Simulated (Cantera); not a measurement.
An adiabatic, constant-pressure homogeneous reactor starts with 6.38 % CH₄, 19.6 % O₂, 74.0 % N₂, equivalence ratio 0.65, at 1650 K and 750 Torr.

Detailed kinetics in Cantera: GRI-Mech 3.0 (53 species, 325 reactions).

Question: Predict: time of steepest temperature rise; temperature at 0.200 s; equilibrium temperature; x(O₂) at 0.200 s; x(H₂) at 0.200 s; x(OH) at 0.200 s.

Answer: 
| Item | Value |
|---|---|
| time of steepest temperature rise | 0.291 ms |
| temperature at 0.200 s | 2633 K |
| equilibrium temperature | 2633 K |
| x(O₂) at 0.200 s | 0.0627 (gas-phase equilibrium 0.0627) |
| x(H₂) at 0.200 s | 0.00487 (gas-phase equilibrium 0.00487) |
| x(OH) at 0.200 s | 0.0167 (gas-phase equilibrium 0.0167) |
